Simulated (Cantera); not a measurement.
Input (Python, Cantera) and output of one run.

```python
import numpy as np
import cantera as ct

gas_names = [...]  # 95 gases of nasa_gas.yaml made of C, F, H
cond_names = """
    C(gr) C6H6(L) C7H8(L) C8H18(L),n-octa
""".split()


# ... load() reads the species with a 1 bar reference pressure and builds the phases ...
atoms = {
    'CH3F': {'C': 1, 'H': 3, 'F': 1},
}
top_T = {'C(gr)': 4500}  # K; cautious upper limits of use, not melting points


# ... equilibrate(T, P, feed) seeds the gas with the atoms and calls Mixture.equilibrate('TP', solver="vcs", rtol=1e-11, max_steps=5000) ...
results = []
feed = {'CH3F': 1}  # mol
T = 3323.15  # K
for P in [1, 6.8, 46, 320, 2200, 15000, 100000]:
    mix = equilibrate(T, P, feed)
    results.append((T, P, feed, dict(zip(mix.species_names, mix.species_moles))))

top = {s: max(r[3][s] / sum(r[3][g] for g in gas_names) for r in results) for s in gas_names}
cols = sorted((s for s in top if top[s] > 1e-06), key=lambda s: -top[s])[:7]
seen = [c for c in cond_names if any(r[3].get(c, 0) > 1e-12 for r in results)]
print("log10 of partial pressures in bar; condensed amounts in mol")
print(f"{'P/Pa':>10s}" + "".join(f"{s[:9]:>10s}" for s in cols + seen))
for T, P, feed, n in results:
    ng = sum(n[g] for g in gas_names)
    print(f"{P:10.4g}" + "".join(f"{np.log10(max(n[s] / ng * P / 1e5, 1e-99)):10.3f}" for s in cols)
          + "".join(f"{n.get(c, 0):10.4g}" for c in seen))
```

Result:

```
log10 of partial pressures in bar; condensed amounts in mol
      P/Pa         H        HF        H2         F         C        C3 C2H2,acet     C(gr)
         1    -5.222    -8.120    -9.620    -5.700    -5.701    -9.990   -15.678         0
       6.8    -4.389    -6.461    -7.954    -4.875    -4.879    -7.526   -12.370         0
        46    -3.554    -4.836    -6.284    -4.085    -4.148    -5.331    -9.237         0
       320    -2.713    -3.363    -4.603    -3.451    -3.650    -3.839    -6.561         0
      2200    -1.926    -2.243    -3.028    -3.119    -3.303    -2.796    -4.291         0
   1.5e+04    -1.237    -1.273    -1.650    -2.839    -3.091    -2.161    -2.489    0.3308
     1e+05    -0.681    -0.360    -0.539    -2.481    -3.091    -2.161    -1.378     0.689
```

Method: chemical equilibrium by Gibbs-energy minimisation in Cantera with the NASA 1993 tables (ideal gas, pure condensed phases).
